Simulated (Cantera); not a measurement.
# Thermodynamics of silicon oxide and oxynitride deposition, feed SiH4 + O3 + CO2

A closed system holds: 1 mol SiH4, 0.92 mol O3, 0.78 mol CO2, held at 0.133 bar.

Equilibrium computed with Cantera from the NASA thermochemical tables; the gas is ideal and each condensed phase is pure. Candidate condensed phases: C, C6H6, C7H8, C8H18, H2O, Si, SiC, SiO2; 123 gas species. The tables hold silica as quartz up to 1696 K and as liquid above; real silica turns to tridymite and cristobalite and melts near 1996 K. Gases not in the tables: Si(OH)4. Equilibrium is a limit: real reactors are often held back by kinetics, nucleation or transport.

From 898 K to 1498 K the condensed part is SiO2(β-quartz). From 1698 K to 1898 K the condensed part is SiO2(condensed). At 2098 K the condensed part is SiO2(l).

```tsv
T (K)	log p H2O	log p H2	log p CO	log p CO2	n SiO2(β-quartz)	n SiO2(condensed)	n SiO2(l)
898	-1.32	-1.32	-1.95	-1.58	1.00	0	0
1098	-1.27	-1.37	-1.78	-1.68	1.00	0	0
1298	-1.25	-1.41	-1.69	-1.77	1.00	0	0
1498	-1.23	-1.44	-1.64	-1.84	1.00	0	0
1698	-1.21	-1.46	-1.61	-1.90	0	1.000	0
1898	-1.21	-1.48	-1.59	-1.94	0	1.000	0
2098	-1.20	-1.49	-1.57	-1.98	0	0	0.997
```
log p: log10 of the partial pressure in bar; n: condensed amount in mol.
